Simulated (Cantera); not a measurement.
# Adiabatic ignition

An adiabatic, constant-pressure homogeneous reactor starts with 21.2 % CO, 1.55 % H₂, 14.4 % O₂, 51.8 % N₂, 11.0 % H₂O, equivalence ratio 0.79, at 1823 K and 101000 Pa.

Cantera simulation using GRI-Mech 3.0 (53 species, 325 reactions); the numbers are that mechanism's predictions, not measurements.

| t (s) | T (K) | x CO | x H₂ | x O₂ | x NO | x CO₂ |
|---|---|---|---|---|---|---|
| 7.00e-6 | 1823 | 0.212 | 0.0154 | 0.144 | 7.85e-11 | 0.000120 |
| 2.59e-5 | 1954 | 0.140 | 0.0111 | 0.0949 | 3.24e-6 | 0.0739 |
| 9.56e-5 | 2387 | 0.0914 | 0.0118 | 0.0709 | 0.000102 | 0.129 |
| 0.000353 | 2695 | 0.0724 | 0.00784 | 0.0624 | 0.00109 | 0.154 |
| 0.00131 | 2722 | 0.0698 | 0.00746 | 0.0594 | 0.00540 | 0.157 |
| 0.00483 | 2715 | 0.0696 | 0.00748 | 0.0562 | 0.0125 | 0.157 |
| 0.0178 | 2714 | 0.0696 | 0.00748 | 0.0556 | 0.0140 | 0.157 |
| 0.0659 | 2714 | 0.0696 | 0.00748 | 0.0556 | 0.0140 | 0.157 |
| 0.244 | 2714 | 0.0696 | 0.00748 | 0.0556 | 0.0140 | 0.157 |
| 0.900 | 2714 | 0.0696 | 0.00748 | 0.0556 | 0.0140 | 0.157 |
x: mole fraction; the columns are a selection and need not sum to one.

* **time of steepest temperature rise**: 24.9 µs
* **temperature at 0.900 s**: 2714 K
* **equilibrium temperature**: 2714 K
* **x(CO) at 0.900 s**: 0.0696 (gas-phase equilibrium 0.0696)
* **x(H₂) at 0.900 s**: 0.00748 (gas-phase equilibrium 0.00748)
* **x(O₂) at 0.900 s**: 0.0556 (gas-phase equilibrium 0.0556)
